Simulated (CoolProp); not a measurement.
R410A at 298.15 K and 2.75 MPa flows at 1.3 m/s in a round tube of 4.6 mm bore and 15 µm roughness, fully developed (64/Re and Nu = 3.66 if laminar; Colebrook and Gnielinski if turbulent). Each further row changes one setting.

Model: reference Helmholtz-energy equation of state, Lemmon 2003, in CoolProp. It is a pseudo-pure fit of the blend.

| case | Reynolds number | Darcy friction factor | pressure drop (Pa/m) | heat-transfer coefficient (W/(m² K)) | mass flow (kg/h) |
|---|---|---|---|---|---|
| as stated | ___ | 0.0290 | 5700 | 5280 | 83.2 |
| velocity 2.6 m/s | 104000 | ___ | 22000 | 10300 | 166 |
| diameter 9.2 mm | 104000 | 0.0240 | ___ | 4560 | 333 |

Q: Complete the blanks.

A: 
- as stated, Reynolds number: 52200
- velocity 2.6 m/s, Darcy friction factor: 0.0280
- diameter 9.2 mm, pressure drop (Pa/m): 2360

Viscosity comes from a separate model (Geller 2000). Thermal conductivity comes from a separate model (Geller 2001).
